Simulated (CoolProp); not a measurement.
Computed with CoolProp (reference Helmholtz-energy equation of state, Leachman 2009).

### Question
For normal hydrogen, give the phase and the cp (kJ/(kg K)), Prandtl number at 146.35 °C and 1.23 bar; 360.95 °C and 24 bar; 562.15 °C and 2.96 bar.

### Answer
- 146.35 °C and 1.23 bar: gas; cp 14.5, Prandtl number 0.683
- 360.95 °C and 24 bar: supercritical; cp 14.6, Prandtl number 0.677
- 562.15 °C and 2.96 bar: gas; cp 14.8, Prandtl number 0.678

Viscosity comes from a separate model (Muzny 2013). Thermal conductivity comes from a separate model (Assael 2011).
